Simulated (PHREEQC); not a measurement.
Dissolve 0.061 mol/kgw Cu(NO3)2 and 0.00027 mol/kgw FeCl3 at 25 °C. Closed to the air; pH follows from the charge balance.

Equilibrium calculation in PHREEQC: ion-association model, phreeqc.dat.

| quantity | before | after |
|---|---|---|
| pH | 3.57 | 3.48 |
| CuOH+ (mol/kgw) | 1.04e-6 | 8.12e-7 |
| Cu2(OH)2+2 (mol/kgw) | 7.86e-7 | 7.42e-6 |
| Cu(OH)2 (mol/kgw) | 5.56e-9 | 3.47e-9 |

**Question.** What was changed between the two runs?
A) FeCl3 from 0.00027 to 0.000297 mol/kgw
B) Cu(NO3)2 from 0.061 to 0.305 mol/kgw
C) temperature from 25 to 55 °C
D) FeCl3 left out
E) temperature from 25 to 20 °C

**Answer.** C, temperature from 25 to 55 °C

This is a speciation only: nothing precipitates in the calculation. Some of these states are supersaturated (in Fe(OH)3(a), Hematite (slow to form), Goethite (slow to form), for instance). Constants without temperature data keep their 25 °C values here.
